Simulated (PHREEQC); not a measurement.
Solution (50 °C): 0.014 mol Cu(BF4)2, 0.014 mol HCl and 3.5e-05 mol Na2SO4 per kg of water. Closed to the air; pH follows from the charge balance.

Equilibrium calculation in PHREEQC: ion-association model, wateq4f.dat.

This is a speciation only: nothing precipitates in the calculation.

**Question.** Order these F species by the share of F that they hold, largest first: BF4-, F-, BF3OH-, HF, BF2(OH)2-.

**Answer.** BF4- (85 %), HF (10 %), BF3OH- (3.4 %), BF2(OH)2- (0.67 %), F- (0.51 %)

The pH is 1.99 and the ionic strength 0.0527 mol/kgw. Away from 25 °C the constants follow the database's enthalpies or fits; those with neither stay at their 25 °C values. Real BF4- forms and hydrolyses slowly; the run takes it at equilibrium.
